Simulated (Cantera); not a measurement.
A closed system holds: 1 mol SiH₂Cl₂, 0.22 mol CH₄, 67 mol H₂, at 1.00 bar.

Method: chemical equilibrium by Gibbs-energy minimisation in Cantera with the NASA 1993 tables (ideal gas, pure condensed phases). Candidate condensed phases: C, C₆H₆, C₇H₈, C₈H₁₈, Si, SiC; 109 gas species. Mutual solubility and eutectic melting of coexisting phases are not modelled. Gases not in the tables: Si₂H₆ and higher silanes. Equilibrium is a limit: real reactors are often held back by kinetics, nucleation or transport.

Q: What share of the Si ends up in condensed phases as a function of T (K), at 1298, 1398, 1498, 1598, 1698, 1798, 1898, 1998, 2098, 2198, 2298, 2398?

A: 
```tsv
T (K)	Si condensed (%)	as
1298	79.1	Si(s) + SiC(s)
1398	83.4	Si(s) + SiC(s)
1498	84.5	Si(s) + SiC(s)
1598	84.5	Si(s) + SiC(s)
1698	84.2	Si(l) + SiC(s)
1798	85.8	Si(l) + SiC(s)
1898	86.9	Si(l) + SiC(s)
1998	87.3	Si(l) + SiC(s)
2098	86.6	Si(l) + SiC(s)
2198	83.8	Si(l) + SiC(s)
2298	76.9	Si(l) + SiC(s)
2398	61.3	Si(l) + SiC(s)
```
